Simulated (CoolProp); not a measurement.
A simple Rankine cycle with R123: condensing at 310.15 K, boiler at 0.581 MPa, turbine inlet 365.1 K, turbine efficiency 0.6, pump efficiency 0.6, no recuperator. Each further row changes one setting.

Values from CoolProp's reference Helmholtz-energy equation of state, Younglove 1994. It is a modified Benedict-Webb-Rubin equation, recast in Helmholtz form.

| case | thermal efficiency (%) | net work (kJ/kg) | heat in (kJ/kg) | turbine exit temperature (K) | volume ratio over the turbine |
|---|---|---|---|---|---|
| as stated | 7.1 | 14.1 | 199 | 335.7 | 4.24 |
| turbine inlet 385.1 K | 7.1 | 15.2 | 216 | 356.4 | 4.18 |
| condensing temperature 302.15 K | 8.1 | 16.8 | 207 | 331.0 | 5.58 |
| boiler pressure 0.407 MPa | 5.5 | 11.1 | 202 | 344.2 | 2.91 |
| turbine efficiency 0.5 | 5.9 | 11.7 | 199 | 339.0 | 4.29 |
